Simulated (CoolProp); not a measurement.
The fluid at 300.11 K and 12.4 MPa (liquid) is heated at constant pressure to 370.9 K. The same conditions are run with several fluids, on thermodynamics alone (safety and materials aside).

Computed with CoolProp (reference Helmholtz-energy equation of state of each fluid (CH2F2 (R32): Tillner-Roth 1997; propylene: Lemmon 2013; R125: Lemmon 2005; R227EA: Lemmon 2016; R1336mzz(Z): McLinden 2020)).

```json
[
 {"fluid": "CH2F2 (R32)", "heat (kJ/kg)": "145", "final phase": "supercritical", "final density (kg/m³)": "680"},
 {"fluid": "propylene", "heat (kJ/kg)": "191", "final phase": "supercritical", "final density (kg/m³)": "420"},
 {"fluid": "R125", "heat (kJ/kg)": "94.1", "final phase": "supercritical", "final density (kg/m³)": "953"},
 {"fluid": "R227EA", "heat (kJ/kg)": "84.1", "final phase": "liquid", "final density (kg/m³)": "1200"},
 {"fluid": "R1336mzz(Z)", "heat (kJ/kg)": "88.8", "final phase": "liquid", "final density (kg/m³)": "1230"}
]
```
